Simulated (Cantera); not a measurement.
Cantera with NASA thermochemical tables; ideal gases at 1 bar, condensed phases pure. Values are per mole of reaction as written; species without (g) are pure solids or liquids, kept so even where they would boil at 1 bar.

**Question.** Between 300 and 2200 K, where is each reaction favourable under standard conditions?
- N₂(g) + 2 BCl₃(g) = 2 BN + 6 Cl(g)

**Answer.** 
- N₂(g) + 2 BCl₃(g) = 2 BN + 6 Cl(g): ΔG° is 957 kJ at 300 K and 422 kJ at 2200 K; it stays positive (K < 1). ΔH° is 1084 kJ and ΔS° 301 J/K at 2200 K.
